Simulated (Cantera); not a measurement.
# SiCl4 + Cl2 + H2 (chlorosilane synthesis and conversion)

Input: 1 mol SiCl4, 2 mol Cl2, 0.66 mol H2, held at 0.100 bar.

Cantera equilibrium calculation (NASA polynomials, part measured and part estimated; ideal gas, pure solids and liquids). Candidate condensed phases: Si; 19 gas species. The tables' values for SiCl3 are old estimates; treat these amounts as uncertain. The numbers say what is thermodynamically allowed, not how fast it happens.

From 573 K to 1773 K nothing is condensed. The main Si-bearing gas is SiCl4 throughout.

| T (K) | x Cl2 | x HCl | x Cl | x SiCl4 | x SiCl3 | x SiCl2 |
|---|---|---|---|---|---|---|
| 573 | 0.366 | 0.361 | 1.17e-8 | 0.273 | <1e-12 | <1e-12 |
| 673 | 0.366 | 0.361 | 5.41e-7 | 0.273 | <1e-12 | <1e-12 |
| 773 | 0.366 | 0.361 | 9.35e-6 | 0.273 | <1e-12 | <1e-12 |
| 873 | 0.366 | 0.361 | 8.48e-5 | 0.273 | 8.54e-12 | <1e-12 |
| 973 | 0.366 | 0.361 | 0.000491 | 0.273 | 3.88e-10 | <1e-12 |
| 1073 | 0.365 | 0.360 | 0.00205 | 0.273 | 8.60e-9 | <1e-12 |
| 1173 | 0.362 | 0.359 | 0.00674 | 0.272 | 1.12e-7 | <1e-12 |
| 1273 | 0.354 | 0.357 | 0.0182 | 0.271 | 9.73e-7 | 2.29e-11 |
| 1373 | 0.337 | 0.353 | 0.0422 | 0.267 | 6.19e-6 | 6.63e-10 |
| 1473 | 0.308 | 0.345 | 0.0852 | 0.262 | 3.09e-5 | 1.25e-8 |
| 1573 | 0.263 | 0.333 | 0.151 | 0.252 | 0.000129 | 1.72e-7 |
| 1673 | 0.204 | 0.318 | 0.238 | 0.240 | 0.000468 | 1.90e-6 |
| 1773 | 0.141 | 0.301 | 0.330 | 0.226 | 0.00155 | 1.80e-5 |
x: gas mole fraction; nothing condenses.
